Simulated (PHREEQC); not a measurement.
Solution (25 °C): 0.26 mol/kgw TMAH, 4.7e-05 mol/kgw Li2CO3, 0.031 mol/kgw CsOH and 0.0069 mol/kgw NH4HCO3. Closed to the air; pH follows from the charge balance.

Computed with PHREEQC (ion-association model, wateq4f.dat).

This is a speciation only: nothing precipitates in the calculation.

**Question.** Predict the pH.

**Answer.** pH 13.28.

Complexes and solids missing from the database can't appear. (CH3)4N+ isn't in the database: it is added as a free cation with an ion size of 4 Å.
